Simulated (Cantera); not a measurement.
Feed: 1 mol AlN, 1.3 mol HCl, 5.3 mol H2, equilibrated at 1973 K and 0.160 bar.

These are equilibrium values from Cantera (NASA tables, ideal gas, pure condensed phases), not measurements of a reactor. Candidate condensed phases: Al, AlCl3, AlN, NH4Cl; 20 gas species. The tables' values for AlCl2 are old estimates; treat these amounts as uncertain. The numbers say what is thermodynamically allowed, not how fast it happens.

Base state: H2 0.769, AlCl 0.123, N2 0.0660, HCl 0.0298, AlCl2 0.00787, H 0.00296, AlCl3 0.00104, Al 0.000216 (mole fractions); condensed: gas only.

What changes in the equilibrium state with this change: temperature from 1973 K to 1248 K?


| species | before | after |
|---|---|---|
| H2 | 0.769 | 0.867 |
| HCl | 0.0298 | 0.0696 |
| AlCl3 | 0.00104 | 0.0424 |
| AlCl | 0.123 | 7.39e-6 |
| N2 | 0.0660 | 0.0213 |
| Al | 0.000216 | <1e-9 |
| AlH | 2.25e-5 | <1e-9 |
| H | 0.00296 | 1.09e-6 |
| AlN(s), mol | 0 | 0.719 |

What changes in the equilibrium state with this change: temperature from 1973 K to 750 K?


```csv
species,before,after
H2,0.769,0.861
HCl,0.0298,0.0850
AlCl3,0.00104,0.0335
AlCl,0.123,<1e-9
N2,0.0660,0.0187
AlCl2,0.00787,<1e-9
H,0.00296,<1e-9
"AlN(s), mol",0,0.753
```
